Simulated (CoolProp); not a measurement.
Vapour-liquid equilibrium of R152A (1) + R227EA (2) at 311.9 K; x and y are mole fractions of (1).

Computed with CoolProp (multi-fluid Helmholtz-energy mixture model, Outcalt 1996 and Lemmon 2016; pair parameters Bell 2016).

**Question.** Give the bubble pressure and the first vapour's composition at x = 0.05, 0.25, 0.75. Is there an azeotrope?

**Answer.** x = 0.05: 683.6 kPa, y = 0.056; x = 0.25: 717.7 kPa, y = 0.291; x = 0.75: 835.7 kPa, y = 0.789. No azeotrope shows between x = 0.05 and 0.95.

The pair parameters rest on a limited set of measurements; away from them the model extrapolates. The gap from Raoult's law changes sign with composition, which may be real or a fault of the pair parameters; it wasn't checked against measurements.
